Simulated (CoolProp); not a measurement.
Vapour-liquid equilibrium of acetone (1) + n-heptane (2) at 964 kPa; x and y are mole fractions of (1).

Computed with CoolProp (multi-fluid Helmholtz-energy mixture model, Lemmon 2006 and Span 2003; pair parameters Bell 2016).

```csv
x,bubble temperature (K),y at the bubble point,dew temperature at overall composition x (K),liquid density (mol/L)
0.05,462.5,0.159,469.2,5.198
0.15,447.4,0.386,463.0,5.630
0.25,437.2,0.527,456.7,6.041
0.35,430.3,0.618,450.0,6.456
0.45,425.5,0.683,442.9,6.901
0.55,422.0,0.735,435.5,7.396
0.65,419.3,0.782,427.9,7.966
0.75,417.3,0.829,421.1,8.634
0.85,415.7,0.884,416.6,9.426
0.95,414.8,0.954,414.8,10.37
```

No azeotrope shows between x = 0.05 and 0.95.

Pair parameters are fitted to limited data, so mixtures are less certain than the pure fluids.
